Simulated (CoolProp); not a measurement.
Saturation properties of oxygen.

The numbers come from the reference Helmholtz-energy equation of state, Schmidt 1985 in CoolProp.

```csv
T (K),p (kPa),liquid density (kg/m³),vapour Z,surface tension (mN/m),vapour viscosity (µPa s),liquid conductivity (mW/(m K))
74.6,13.66,1216,0.9927,17.1,5.72,173
78.3,23.79,1198,0.9890,16.2,6.01,168
81.9,38.72,1181,0.9842,15.2,6.30,163
85.5,60.29,1164,0.9781,14.3,6.58,158
89.1,90.30,1147,0.9705,13.4,6.86,152
92.8,132.1,1128,0.9611,12.5,7.16,147
96.4,185.5,1110,0.9503,11.6,7.44,142
100,254.0,1091,0.9377,10.7,7.73,137
103.7,342.6,1071,0.9230,9.85,8.03,131
107.3,448.9,1051,0.9068,9.00,8.32,126
110.9,577.9,1030,0.8887,8.17,8.62,121
114.6,736.7,1008,0.8681,7.33,8.94,115
118.2,919.5,985.5,0.8459,6.53,9.26,110
```

It boils at 90.2 K under 1 atm.

Viscosity comes from a separate model (Lemmon 2004). Thermal conductivity comes from a separate model (Lemmon 2004). Surface tension comes from a separate correlation (Mulero 2012).
